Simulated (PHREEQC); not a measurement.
Hard or scaling water: speciation

Consider water at 25 °C with 0.21 mmol/kgw Ca(HCO3)2, 2.2 mmol/kgw Na2HPO4 and 0.043 mmol/kgw KHCO3. Closed to the air; pH follows from the charge balance.

Model: ion-association model, wateq4f.dat, run in PHREEQC.

No solid was allowed to form.

Task: Predict the pH.

Result: pH 8.57.

Task: In which forms is P present?

Result: HPO4-2 91 %, H2PO4- 3.1 %, CaHPO4 2.5 %, CaPO4- 2.4 %, NaHPO4- 0.6 % of the P.

The solution is supersaturated, for example in Hydroxyapatite, so a real one may precipitate; this is no full list. H3PO4, which wateq4f.dat lacks, is added to it with the constant of phreeqc.dat.
